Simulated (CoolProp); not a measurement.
Vapour-liquid equilibrium of R143a (1) + isobutane (2) at 60.5 kPa; x and y are mole fractions of (1).

Model: multi-fluid Helmholtz-energy mixture model, Lemmon and Jacobsen 2000 and Bücker 2006; pair parameters Bell 2016, in CoolProp.

Question: Give the bubble temperature and the first vapour's composition at x = 0.2, 0.5, 0.8. Is there an azeotrope?

Answer: x = 0.2: -52.1 °C, y = 0.782; x = 0.5: -55.8 °C, y = 0.841; x = 0.8: -57.0 °C, y = 0.883. No azeotrope shows between x = 0.05 and 0.95.

Pair parameters are fitted to limited data, so mixtures are less certain than the pure fluids. With so large a gap from Raoult's law the liquid may split in two, which this calculation doesn't test in full.
